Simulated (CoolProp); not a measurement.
A single-stage vapour-compression cycle with the fluid: evaporating at 299.15 K (dew point), condensing at 366.15 K (bubble point), superheat 0 K, subcooling 5 K, compressor efficiency 0.65, no pressure losses. The same conditions are run with several fluids, on thermodynamics alone (safety and materials aside).

Computed with CoolProp (reference Helmholtz-energy equation of state of each fluid (n-pentane: Thol 2019; n-butane: Bücker 2006; R123: Younglove 1994; R236FA: Pan 2012; R114: Platzer 1990; fluoroethane (R161): Wu 2012)). The equations of Platzer and Polt are older, rougher fits.

### Question
Rank n-pentane, n-butane, R123, R236FA, R114, fluoroethane (R161) by cooling COP, highest first.

### Answer
R123 (2.17), n-pentane (2.09), n-butane (1.96), R114 (1.82), fluoroethane (R161) (1.75), R236FA (1.64)

```csv
fluid,pressure ratio,discharge temperature (K),refrigerating effect (kJ/kg),volumetric capacity (kJ/m³)
n-pentane,7.12,366.2,212,451
n-butane,5.29,369.8,195,1240
R123,7.07,377.2,105,638
R236FA,5.93,366.2,62.0,1180
R114,5.56,366.1,62.2,1020
fluoroethane (R161),4.44,400.8,177,3910
```

The compression ends wet for: n-pentane; R236FA; R114.
